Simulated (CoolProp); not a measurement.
Values from CoolProp's reference Helmholtz-energy equation of state, Tillner-Roth 1997.

### Question
Give the vapour pressure (MPa), liquid density (kg/m³), vapour density (kg/m³), enthalpy of vaporisation (kJ/kg) of saturated CH2F2 (R32) at 249.9, 295 K.

### Answer
```tsv
T (K)	p (MPa)	liquid density (kg/m³)	vapour density (kg/m³)	enthalpy of vaporisation (kJ/kg)
249.9	0.358	1130	9.90	348
295	1.55	974	43.2	277
```
